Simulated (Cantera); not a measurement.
## Silicon carbide growth: CH3SiH3 + H2

Feed: 1 mol CH3SiH3, 33 mol H2, at 86000 Pa.

Cantera equilibrium calculation (NASA polynomials, part measured and part estimated; ideal gas, pure solids and liquids). Candidate condensed phases: C, C6H6, C7H8, C8H18, Si, SiC; 87 gas species. The feed counts by its element totals alone. Mutual solubility and eutectic melting of coexisting phases are not modelled. Gases not in the tables: Si2H6 and higher silanes. Kinetics and transport are ignored.

At 1573 K the condensed part is Si(s) + SiC(s). From 1673 K to 2673 K the condensed part is SiC(s). The main Si-bearing gas is SiH2 at 1573 K and Si at 2673 K.

```tsv
T (K)	x H2	x H	x Si	x C2H2 (acetylene)	x Si2C	n Si(s)	n SiC(s)
1573	1.000	4.38e-5	6.39e-8	1.89e-9	1.68e-10	0.000369	0.999
1673	1.000	0.000123	4.86e-7	1.02e-8	2.48e-9	0	0.999
1773	1.000	0.000307	1.76e-6	1.26e-7	1.61e-8	0	0.999
1873	0.999	0.000696	5.35e-6	1.26e-6	8.25e-8	0	0.999
1973	0.998	0.00145	1.55e-5	8.83e-6	3.78e-7	0	0.998
2073	0.997	0.00283	4.60e-5	3.93e-5	1.70e-6	0	0.995
2173	0.994	0.00519	0.000136	0.000125	7.28e-6	0	0.988
2273	0.990	0.00901	0.000380	0.000331	2.84e-5	0	0.972
2373	0.983	0.0149	0.000977	0.000795	9.89e-5	0	0.934
2473	0.971	0.0237	0.00232	0.00177	0.000310	0	0.848
2573	0.952	0.0361	0.00514	0.00371	0.000882	0	0.656
2673	0.922	0.0531	0.0107	0.00724	0.00231	0	0.235
```
x: gas mole fraction; n: condensed amount in mol.
